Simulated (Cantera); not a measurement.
What does this Cantera script print?

```python
import numpy as np
import cantera as ct

gas_names = """
    H HNO HNO2 HNO3 HO2 H2 H2O H2O2 N NH NH2 NH3 NH2OH NO NO2 NO3 N2 N2H2 N2H4 N2O O OH O2 O3 P PH PH3
    PO PO2 P2 P4 P4O10
""".split()
cond_names = """
    H2O(s) H2O(L) P(cr) P(L) P4O10(s)
""".split()


# ... load() reads the species with a 1 bar reference pressure and builds the phases ...
atoms = {
    'PH3': {'P': 1, 'H': 3},
    'O2': {'O': 2},
    'N2': {'N': 2},
}
top_T = {'P4O10(s)': 690}  # K; cautious upper limits of use, not melting points


# ... equilibrate(T, P, feed) seeds the gas with the atoms and calls Mixture.equilibrate('TP', solver="vcs", rtol=1e-11, max_steps=5000) ...
results = []
feed = {'PH3': 1, 'O2': 2.4, 'N2': 2.2}  # mol
P = 100000  # Pa
for T in [2150, 2250, 2350, 2450, 2550, 2650, 2750, 2850]:
    mix = equilibrate(T, P, feed)
    results.append((T, P, feed, dict(zip(mix.species_names, mix.species_moles))))
    x = sorted(zip(gas.X, gas.species_names), reverse=True)
    print(f"T = {T:g} K  P = {P:g} Pa  gas = {mix.phase_moles(0):.4g} mol")
    print("   x: " + "  ".join(f"{s} {v:.3e}" for v, s in x if v > 1e-05))
    print("   condensed (mol): " + ("  ".join(f"{mix.phase(i).name} {mix.phase_moles(i):.4g}"
          for i in range(1, mix.n_phases) if mix.phase_moles(i) > 1e-12) or "none"))
```

Result:

```
T = 2150 K  P = 100000 Pa  gas = 5.362 mol
   x: N2 4.073e-01  H2O 2.761e-01  PO2 1.860e-01  O2 1.169e-01  NO 6.030e-03  OH 5.814e-03  H2 6.690e-04  O 6.682e-04  PO 3.612e-04  H 1.091e-04  P4O10 2.562e-05
   condensed (mol): none
T = 2250 K  P = 100000 Pa  gas = 5.371 mol
   x: N2 4.058e-01  H2O 2.736e-01  PO2 1.854e-01  O2 1.155e-01  OH 8.645e-03  NO 7.510e-03  O 1.254e-03  H2 1.246e-03  PO 7.321e-04  H 2.622e-04
   condensed (mol): none
T = 2350 K  P = 100000 Pa  gas = 5.385 mol
   x: N2 4.040e-01  H2O 2.699e-01  PO2 1.843e-01  O2 1.139e-01  OH 1.238e-02  NO 9.157e-03  O 2.228e-03  H2 2.196e-03  PO 1.395e-03  H 5.844e-04
   condensed (mol): none
T = 2450 K  P = 100000 Pa  gas = 5.405 mol
   x: N2 4.015e-01  H2O 2.647e-01  PO2 1.825e-01  O2 1.120e-01  OH 1.714e-02  NO 1.096e-02  O 3.771e-03  H2 3.673e-03  PO 2.514e-03  H 1.218e-03  HO2 1.276e-05
   condensed (mol): none
T = 2550 K  P = 100000 Pa  gas = 5.435 mol
   x: N2 3.983e-01  H2O 2.574e-01  PO2 1.797e-01  O2 1.100e-01  OH 2.301e-02  NO 1.289e-02  O 6.119e-03  H2 5.854e-03  PO 4.303e-03  H 2.387e-03  HO2 1.609e-05
   condensed (mol): none
T = 2650 K  P = 100000 Pa  gas = 5.479 mol
   x: N2 3.941e-01  H2O 2.477e-01  PO2 1.755e-01  O2 1.079e-01  OH 2.998e-02  NO 1.494e-02  O 9.565e-03  H2 8.901e-03  PO 7.017e-03  H 4.422e-03  HO2 1.980e-05
   condensed (mol): none
T = 2750 K  P = 100000 Pa  gas = 5.541 mol
   x: N2 3.885e-01  H2O 2.349e-01  PO2 1.696e-01  O2 1.059e-01  OH 3.797e-02  NO 1.708e-02  O 1.446e-02  H2 1.292e-02  PO 1.091e-02  H 7.775e-03  HO2 2.376e-05
   condensed (mol): none
T = 2850 K  P = 100000 Pa  gas = 5.626 mol
   x: N2 3.814e-01  H2O 2.188e-01  PO2 1.615e-01  O2 1.039e-01  OH 4.676e-02  O 2.123e-02  NO 1.928e-02  H2 1.788e-02  PO 1.620e-02  H 1.301e-02  HO2 2.783e-05
   condensed (mol): none
```

Equilibrium computed with Cantera from the NASA thermochemical tables; the gas is ideal and each condensed phase is pure. Gases not in the tables: HPO2, HPO3 and P4O6.
